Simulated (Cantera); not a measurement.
Feed: 1 mol Cu2O, 1 mol CO, 5.1 mol N2, at 1.20 Torr.

These are equilibrium values from Cantera (NASA tables, ideal gas, pure condensed phases), not measurements of a reactor. Candidate condensed phases: C, Cu, CuO, Cu2O; 27 gas species. The numbers say what is thermodynamically allowed, not how fast it happens.

log p: log10 of the partial pressure in bar; n: condensed amount in mol.

| T (K) | log p N2 | log p CO2 | log p Cu | log p CO | n Cu(s) | n Cu(l) |
|---|---|---|---|---|---|---|
| 925 | -2.87 | -3.58 | -12.22 | -9.29 | 2.00 | 0 |
| 1025 | -2.87 | -3.58 | -10.38 | -8.66 | 2.00 | 0 |
| 1125 | -2.87 | -3.58 | -8.87 | -8.00 | 2.00 | 0 |
| 1225 | -2.87 | -3.58 | -7.62 | -7.28 | 2.00 | 0 |
| 1325 | -2.87 | -3.58 | ___ | ___ | 2.00 | 0 |
| 1425 | -2.87 | -3.58 | ___ | ___ | 0 | 1.99 |
| 1525 | -2.88 | -3.59 | -4.91 | -5.72 | 0 | 1.95 |
| 1625 | -2.89 | -3.61 | -4.24 | -5.33 | 0 | 1.77 |

Some entries are withheld; supply them.


- 1425, log p Cu: -5.66
- 1425, log p CO: -6.16
- 1325, log p Cu: -6.55
- 1325, log p CO: -6.68
